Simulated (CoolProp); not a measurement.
The numbers come from the reference Helmholtz-energy equation of state, Lemmon 2006 in CoolProp. It is a short technical equation, of lower accuracy than the large ones.

Q: Give the vapour pressure (MPa), vapour density (kg/m³), liquid cp (kJ/(kg K)), liquid conductivity (mW/(m K)) of saturated C3F8 (R218) at 252.6, 306.3 K.

A: 
```
T (K)  p (MPa)  vapour density (kg/m³)  liquid cp (kJ/(kg K))  liquid conductivity (mW/(m K))
-----  -------  ----------------------  ---------------------  ------------------------------
252.6    0.200                    19.6                   1.01                            57.6
306.3     1.07                     109                   1.23                            43.2
```

Thermal conductivity comes from a separate model (Huber 2003), an estimate that may be off by 10 % or more.
